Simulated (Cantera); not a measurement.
Mixture: H₂ : O₂ : N₂ = 1 : 0.455 : 1.71 (molar parts), at 27800 Torr, adiabatic and at constant pressure. Ignition delay is the time to a rise of 400 K.

Cantera simulation using GRI-Mech 3.0 (53 species, 325 reactions); the numbers are that mechanism's predictions, not measurements. The hydrogen kinetics of GRI-Mech 3.0 are dated; newer H2 mechanisms differ, most at raised pressure. The pressure lies above the range GRI-Mech 3.0 was tuned for (to about 10 atm).

### Question
Predict: delay at 1275 K; delay at 1350 K; delay at 1425 K; delay at 1500 K; delay at 1575 K.

### Answer
```json
{
 "delay at 1275 K": "31.0 µs",
 "delay at 1350 K": "9.17 µs",
 "delay at 1425 K": "2.47 µs",
 "delay at 1500 K": "0.815 µs",
 "delay at 1575 K": "0.440 µs"
}
```
